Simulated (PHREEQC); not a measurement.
## Copper plating or etch bath: an equilibrium model

A solution holds 7.6 mmol/kgw Cu(NO3)2, 140 mmol/kgw H2SO4 and 57 mmol/kgw H3BO3, at 5 °C. Closed to the air; pH follows from the charge balance.

All values are PHREEQC results (ion-association model, phreeqc.dat), not measurements.

```json
{
  "pH": "0.86",
  "ionic_strength": "0.219 mol/kgw",
  "activity_of_water": "0.993",
  "specific_conductance": "32900 µS/cm",
  "density": "1.012 g/cm³",
  "total_alkalinity": "-280 meq/kg"
}
```

```tsv
species	molality	activity	log γ
H+	0.173	0.138	-0.098
HSO4-	0.107	0.0803	-0.125
H3BO3	0.0570	0.0599	0.022
SO4-2	0.0304	0.00890	-0.534
NO3-	0.0152	0.0106	-0.159
Cu+2	0.00510	0.00168	-0.483
CuSO4	0.00250	0.00263	0.022
```

Precipitation was switched off in this run. Away from 25 °C the constants follow the database's enthalpies or fits; those with neither stay at their 25 °C values.
